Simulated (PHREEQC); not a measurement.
Consider water at 25 °C with 0.022 mol HF, 0.0089 mol (NH4)2SiF6 and 4.4e-05 mol HBF4 per kg of water. Closed to the air; pH follows from the charge balance.

Computed with PHREEQC (ion-association model, phreeqc.dat).

No solid was allowed to form.

### Question
What pH, ionic strength does the model give?

### Answer
pH 2.44; ionic strength 0.0309 mol/kgw.

### Question
In which forms is F present?

### Answer
SiF6-2 71 %, HF 23 %, F- 5.1 %, HF2- 0.7 % of the F.

Complexes and solids missing from the database can't appear. SiF6-2 is the database's only silicon fluoride. Real BF4- forms and hydrolyses slowly; the run takes it at equilibrium.
